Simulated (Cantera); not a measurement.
Input: 1 mol TEOS, 0.052 mol O3, 0.26 mol H2, at 0.00370 bar.

Method: chemical equilibrium by Gibbs-energy minimisation in Cantera with the NASA 1993 tables (ideal gas, pure condensed phases). Candidate condensed phases: C, C6H6, C7H8, C8H18, H2O, Si, SiC, SiO2; 123 gas species. The feed counts by its element totals alone. Mutual solubility and eutectic melting of coexisting phases are not modelled. The tables hold silica as quartz up to 1696 K and as liquid above; real silica turns to tridymite and cristobalite and melts near 1996 K. Kinetics and transport are ignored.

### Question
Which condensed phases are stable at each of these points (T (°C)): 550, 650, 750, 850, 950, 1050, 1150, 1250, 1350, 1450?

### Answer
| T (°C) | condensed phases | Si condensed (%) |
|---|---|---|
| 550 | C(graphite) + SiO2(α-quartz) | 100.0 |
| 650 | C(graphite) + SiO2(β-quartz) | 100.0 |
| 750 | C(graphite) + SiO2(β-quartz) | 100.0 |
| 850 | C(graphite) + SiO2(β-quartz) | 100.0 |
| 950 | C(graphite) + SiO2(β-quartz) | 100.0 |
| 1050 | C(graphite) + SiC(s) + SiO2(β-quartz) | 99.7 |
| 1150 | C(graphite) + SiC(s) | 99.4 |
| 1250 | C(graphite) + SiC(s) | 99.1 |
| 1350 | C(graphite) + SiC(s) | 98.7 |
| 1450 | C(graphite) + SiC(s) | 98.2 |

At 550 °C the condensed part is C(graphite) + SiO2(α-quartz). From 650 °C to 950 °C the condensed part is C(graphite) + SiO2(β-quartz). At 1050 °C the condensed part is C(graphite) + SiC(s) + SiO2(β-quartz). From 1150 °C to 1450 °C the condensed part is C(graphite) + SiC(s).
